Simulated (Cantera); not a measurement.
A closed system holds: 1 mol C₂H₄, 0.019 mol NH₃, 1.2 mol H₂O, equilibrated at 698.15 K and 36000 Torr.

These are equilibrium values from Cantera (NASA tables, ideal gas, pure condensed phases), not measurements of a reactor. Candidate condensed phases: C, C₆H₆, C₇H₈, C₈H₁₈, H₂O; 136 gas species. The ideal-gas law is rough above about 30 bar. Equilibrium is a limit: real reactors are often held back by kinetics, nucleation or transport.

Base state: CH₄ 0.493, H₂O 0.406, CO₂ 0.0620, H₂ 0.0341, N₂ 0.00411, CO 0.000544, NH₃ 0.000186, C₂H₆ 3.01e-5 (mole fractions); condensed: C(graphite).

**Question.** What changes in the equilibrium state with this change: temperature from 698.15 K to 2150 K?

**Answer.** 
```tsv
species	before	after
H₂	0.0341	0.716
CO	0.000544	0.272
CH₄	0.493	0.00722
H₂O	0.406	0.000629
CO₂	0.0620	4.67e-5
C₂H₂ (acetylene)	<1e-9	0.00139
HCN	<1e-9	0.000883
H	<1e-9	0.000515
CH₃	<1e-9	0.000100
HNC	<1e-9	6.46e-5
C(graphite), mol	0.742	0.753
```
